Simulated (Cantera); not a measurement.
Ignition delay

Mixture: 11.4 % CH3OH, 17.0 % O2, 71.6 % N2, equivalence ratio 1.0, at 101000 Pa, adiabatic and at constant pressure. Ignition delay is the time to a rise of 400 K.

Computed with Cantera and GRI-Mech 3.0 (53 species, 325 reactions). GRI-Mech 3.0 was tuned for natural gas; its chemistry of methanol as a main component is partial and can be far from experiment.

| T0 (K) | delay (ms) |
|---|---|
| 1300 | 2.18 |
| 1400 | 0.635 |
| 1500 | 0.231 |
| 1600 | 0.0999 |
| 1700 | 0.0492 |
| 1800 | 0.0268 |
| 1900 | 0.0158 |
| 2000 | 0.0100 |
| 2100 | 0.00698 |

| Quantity | Result |
|---|---|
| apparent activation energy between 1900 and 2100 K | 140 kJ/mol |
